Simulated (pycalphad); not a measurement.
All values are pycalphad results on the COST 507 light-alloy database (1999) (1 atm), not direct measurements. The data set is of 1999 and partly superseded. Phase fractions are per mole of atoms.

Q: Give the equilibrium state of Mg-0.29Al-0.73Si (at.%) at 337 °C.

A: HCP_A3, fraction 0.978, with 0.30 Al, <0.01 Si at.%; MG2SI, fraction 0.022, with no Al, 33.3 Si at.%.

Database names, with the compositions (at.%) that they take in these runs: MG2SI: Mg 67 Si 33. HCP_A3 is hcp. An entry "none" or "no" means that the model of the phase leaves that element out.
